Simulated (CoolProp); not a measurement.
R236FA at 233.83 K and 0.382 MPa flows at 1.7 m/s in a round tube of 6 mm bore and 15 µm roughness, fully developed (64/Re and Nu = 3.66 if laminar; Colebrook and Gnielinski if turbulent). Each further row changes one setting.

Model: reference Helmholtz-energy equation of state, Pan 2012, in CoolProp.

```csv
case,Reynolds number,Darcy friction factor,pressure drop (Pa/m),heat-transfer coefficient (W/(m² K)),mass flow (kg/h)
as stated,21500,0.0303,11400,3050,270
velocity 3.4 m/s,43000,0.0280,42000,5930,540
diameter 12 mm,43000,0.0252,4730,2770,1080
```

Viscosity comes from a separate model (Huber 2003), an estimate that may be off by 10 % or more. Thermal conductivity comes from a separate model (Huber 2003), an estimate that may be off by 10 % or more.
